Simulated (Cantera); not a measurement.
What does this Cantera script print?

```python
import numpy as np
import cantera as ct

gas_names = [...]  # 114 gases of nasa_gas.yaml made of C, Fe, H, O
cond_names = """
    C(gr) C6H6(L) C7H8(L) C8H18(L),n-octa Fe(a) Fe(c) Fe(d) Fe(L) FeC5O5(L) FeO(s) FeO(L) Fe(OH)2(s)
    Fe(OH)3(s) Fe2O3(s) Fe3O4(s) H2O(s) H2O(L)
""".split()


# ... load() reads the species with a 1 bar reference pressure and builds the phases ...
atoms = {
    'Fe3O4': {'Fe': 3, 'O': 4},
    'CO': {'C': 1, 'O': 1},
    'H2': {'H': 2},
    'C': {'C': 1},
}
top_T = {'C(gr)': 4500, 'Fe2O3(s)': 1830, 'Fe3O4(s)': 1870}  # K; cautious upper limits of use, not melting points


# ... equilibrate(T, P, feed) seeds the gas with the atoms and calls Mixture.equilibrate('TP', solver="vcs", rtol=1e-11, max_steps=5000) ...
results = []
feed = {'Fe3O4': 1, 'CO': 2, 'H2': 0.98, 'C': 6.9}  # mol
P = 17000  # Pa
for T in [1098, 1198, 1298, 1398, 1498, 1598, 1698]:
    mix = equilibrate(T, P, feed)
    results.append((T, P, feed, dict(zip(mix.species_names, mix.species_moles))))

top = {s: max(r[3][s] / sum(r[3][g] for g in gas_names) for r in results) for s in gas_names}
cols = sorted((s for s in top if top[s] > 1e-06), key=lambda s: -top[s])[:9]
seen = [c for c in cond_names if any(r[3].get(c, 0) > 1e-12 for r in results)]
print("log10 of partial pressures in bar; condensed amounts in mol")
print(f"{'T/K':>10s}" + "".join(f"{s[:9]:>10s}" for s in cols + seen))
for T, P, feed, n in results:
    ng = sum(n[g] for g in gas_names)
    print(f"{T:10.4g}" + "".join(f"{np.log10(max(n[s] / ng * P / 1e5, 1e-99)):10.3f}" for s in cols)
          + "".join(f"{n.get(c, 0):10.4g}" for c in seen))
```

Result:

```
log10 of partial pressures in bar; condensed amounts in mol
       T/K        CO        H2       CO2       H2O         H       CH4        Fe C2H2,acet     C(gr)     Fe(a)     Fe(c)     Fe(d)
      1098    -0.842    -1.623    -2.723    -3.501    -8.418    -4.683   -11.934    -9.518     2.989         3         0         0
      1198    -0.837    -1.623    -3.385    -4.036    -7.532    -5.041   -10.334    -8.628      2.92         0         3         0
      1298    -0.836    -1.623    -3.947    -4.490    -6.781    -5.344    -8.987    -7.876     2.906         0         3         0
      1398    -0.835    -1.622    -4.427    -4.879    -6.136    -5.604    -7.836    -7.233     2.902         0         3         0
      1498    -0.835    -1.622    -4.841    -5.216    -5.576    -5.831    -6.842    -6.677     2.901         0         3         0
      1598    -0.835    -1.622    -5.200    -5.511    -5.085    -6.028    -5.976    -6.192       2.9         0         3         0
      1698    -0.835    -1.622    -5.515    -5.769    -4.651    -6.202    -5.215    -5.765       2.9         0         0         3
```

Cantera equilibrium calculation (NASA polynomials, part measured and part estimated; ideal gas, pure solids and liquids). Iron dissolves carbon and melts from about 1420 K in contact with it, which pure phases cannot show. Condensed phases not in the tables: cementite and carbon dissolved in iron.
